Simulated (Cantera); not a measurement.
A Cantera script and its output.

```python
import numpy as np
import cantera as ct

gas = ct.Solution("gri30.yaml")
gas.TPX = 525, 100000, {'CH4': 1, 'CO': 0.87, 'O2': 1.52, 'N2': 5.72}
inlet = ct.Reservoir(gas, clone=True)
gas.equilibrate("HP")  # start burning
reactor = ct.IdealGasConstPressureReactor(gas, energy="on", clone=False)
exhaust = ct.Reservoir(gas, clone=True)
tau = [0.064, 0.03, 0.014, 0.0064, 0.003, 0.0014, 0.00064, 0.0003, 0.00014, 6.4e-05, 2.9e-05, 1.4e-05][0]
for a, b in ((inlet, reactor), (reactor, exhaust)):
    ct.MassFlowController(a, b, mdot=lambda t: reactor.mass / tau)
net = ct.ReactorNet([reactor])
show = ['CH4', 'CO', 'O2', 'H2O', 'C2H4', 'C2H6', 'CO2']

rows = []
print(f"{'tau/s':>10s}{'T/K':>9s}" + "".join(f"{s:>11s}" for s in show))
for tau in [0.064, 0.03, 0.014, 0.0064, 0.003, 0.0014, 0.00064, 0.0003, 0.00014, 6.4e-05, 2.9e-05, 1.4e-05]:
    net.initial_time = 0.0
    net.advance(30 * tau)
    before = gas.X
    net.advance(40 * tau)
    drift = np.max(np.abs(gas.X - before) / (gas.X + 1e-9))
    rows.append([gas.T, *gas[show].X, drift])
    print(f"{tau:10.3e}{gas.T:9.1f}" + "".join(f"{x:11.3e}" for x in gas[show].X))
```

Result:

```
     tau/s      T/K        CH4         CO         O2        H2O       C2H4       C2H6        CO2
 6.400e-02   2076.4  8.075e-05  1.297e-01  1.045e-04  1.468e-01  1.014e-07  4.485e-09  6.491e-02
 3.000e-02   2071.9  1.056e-04  1.296e-01  1.767e-04  1.466e-01  2.104e-07  9.598e-09  6.489e-02
 1.400e-02   2065.9  1.400e-04  1.295e-01  2.996e-04  1.462e-01  4.294e-07  2.009e-08  6.483e-02
 6.400e-03   2058.0  1.983e-04  1.294e-01  5.233e-04  1.459e-01  9.389e-07  4.513e-08  6.465e-02
 3.000e-03   2048.3  3.020e-04  1.295e-01  9.237e-04  1.455e-01  2.201e-06  1.097e-07  6.422e-02
 1.400e-03   2034.7  4.995e-04  1.299e-01  1.697e-03  1.452e-01  5.698e-06  3.017e-07  6.327e-02
 6.400e-04   2012.0  9.019e-04  1.310e-01  3.321e-03  1.448e-01  1.628e-05  9.658e-07  6.113e-02
 3.000e-04   1967.4  1.817e-03  1.338e-01  7.027e-03  1.440e-01  5.152e-05  3.871e-06  5.630e-02
 1.400e-04    525.0  1.098e-01  9.550e-02  1.668e-01 -2.035e-15 -2.819e-17 -3.142e-17 -6.792e-16
 6.400e-05    525.0  1.098e-01  9.550e-02  1.668e-01 -7.690e-19 -1.246e-20 -1.388e-20  5.886e-19
 2.900e-05    525.0  1.098e-01  9.550e-02  1.668e-01 -1.676e-20 -7.868e-22 -8.769e-22  3.880e-19
 1.400e-05    525.0  1.098e-01  9.550e-02  1.668e-01  6.919e-21 -4.970e-23 -5.539e-23  1.854e-19
```

Detailed kinetics in Cantera: GRI-Mech 3.0 (53 species, 325 reactions).
